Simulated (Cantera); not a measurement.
## Gas-phase reforming

A perfectly stirred reactor is fed with CH4 : CO2 : H2 = 1 : 1.9 : 0.15 (molar parts), at 10.0 bar; it is held at 1473 K, and followed from long to short residence time.

Computed with Cantera and GRI-Mech 3.0 (53 species, 325 reactions).

```csv
τ (s),x CH4,x CO2,x H2,x C2H4,x H
15,0.0867,0.187,0.147,0.00889,1.51e-6
5.8,0.0932,0.222,0.122,0.0130,1.35e-6
2.2,0.101,0.266,0.101,0.0161,1.15e-6
0.84,0.124,0.328,0.0856,0.0166,9.15e-7
0.32,0.175,0.420,0.0774,0.0137,7.18e-7
0.12,0.239,0.519,0.0740,0.00926,5.99e-7
0.046,0.285,0.581,0.0663,0.00566,5.05e-7
0.017,0.311,0.609,0.0571,0.00325,4.25e-7
0.0066,0.321,0.618,0.0520,0.00159,3.73e-7
0.0025,0.325,0.622,0.0500,0.000540,3.30e-7
0.00095,0.327,0.623,0.0494,0.000126,2.84e-7
```
x: mole fraction; the columns are a selection and need not sum to one.
